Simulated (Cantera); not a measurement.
A closed system holds: 1 mol SiH4, 20 mol H2, equilibrated at 13300 Pa.

Method: chemical equilibrium by Gibbs-energy minimisation in Cantera with the NASA 1993 tables (ideal gas, pure condensed phases). Candidate condensed phases: Si; 9 gas species. Gases not in the tables: Si2H6 and higher silanes. Equilibrium is a limit: real reactors are often held back by kinetics, nucleation or transport.

log p: log10 of the partial pressure in bar; n: condensed amount in mol.

```tsv
T (°C)	log p H2	log p H	log p SiH2	log p Si	log p SiH	log p SiH4	log p Si2	n Si(s)	n Si(l)
600	-0.88	-10.77	-12.74	<-12	<-12	-8.31	<-12	1.000	0
700	-0.88	-9.40	-11.25	<-12	<-12	-8.17	<-12	1.000	0
800	-0.88	-8.29	-10.04	<-12	<-12	-8.05	<-12	1.000	0
900	-0.88	-7.37	-9.04	…	-11.49	-7.96	<-12	1.000	0
1000	-0.88	-6.58	-8.20	…	-10.20	-7.88	<-12	1.000	0
1100	-0.88	-5.92	-7.48	…	-9.09	-7.81	-12.74	1.000	0
1200	-0.88	-5.34	-6.85	…	-8.14	-7.75	-11.24	1.000	0
1300	-0.88	-4.83	-6.31	…	-7.32	-7.70	-9.94	1.000	0
1400	-0.88	-4.38	-5.83	…	-6.59	-7.66	-8.79	1.000	0
1500	-0.88	-3.98	-5.48	…	-6.02	-7.69	-7.93	0	0.999
```

Question: Some entries are withheld; supply them.

Answer: 
- 900, log p Si: -12.31
- 1000, log p Si: -10.74
- 1100, log p Si: -9.41
- 1200, log p Si: -8.26
- 1300, log p Si: -7.26
- 1400, log p Si: -6.38
- 1500, log p Si: -5.67
